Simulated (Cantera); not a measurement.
A perfectly stirred reactor is fed with 1.23 % CH2O, 4.07 % O2, 94.7 % N2, equivalence ratio 0.30, at 4.20 bar; it is held at 1450 K, and followed from long to short residence time.

Cantera simulation using GRI-Mech 3.0 (53 species, 325 reactions); the numbers are that mechanism's predictions, not measurements.

### Question
Predict: x(CH2O) at τ = 14.0 s; x(O2) at τ = 14.0 s; x(NO2) at τ = 14.0 s; x(CH2O) at τ = 0.210 s; x(O2) at τ = 0.210 s; x(HCO) at τ = 0.210 s; x(NO2) at τ = 0.210 s.

### Answer
- x(CH2O) at τ = 14.0 s = 8.20e-8
- x(O2) at τ = 14.0 s = 0.0284
- x(NO2) at τ = 14.0 s = 1.49e-8
- x(CH2O) at τ = 0.210 s = 1.70e-6
- x(O2) at τ = 0.210 s = 0.0285
- x(HCO) at τ = 0.210 s = 2.32e-9
- x(NO2) at τ = 0.210 s = 5.68e-8
